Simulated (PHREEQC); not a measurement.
Make-up at 60 °C: 0.23 mol/kgw HCl, 0.00013 mol/kgw Al2(SO4)3 and 0.00019 mol/kgw MnSO4. Closed to the air; pH follows from the charge balance.

Computed with PHREEQC (ion-association model, phreeqc.dat).

```json
[
 {"quantity": "pH", "before": "0.75", "after": "0.76"},
 {"quantity": "HSO4- (mol/kgw)", "before": "0.000541", "after": "0.000425"},
 {"quantity": "SO4-2 (mol/kgw)", "before": "3.73e-5", "after": "3.89e-5"}
]
```

### Question
What was changed between the two runs?
A) Al2(SO4)3 left out
B) MnSO4 from 0.00019 to 0.000209 mol/kgw
C) temperature from 60 to 75 °C
D) 0.071 mol/kgw Ca(NO3)2 added
E) diluted 10-fold with water

### Answer
D, 0.071 mol/kgw Ca(NO3)2 added

This is a speciation only: nothing precipitates in the calculation. Constants without temperature data keep their 25 °C values here.
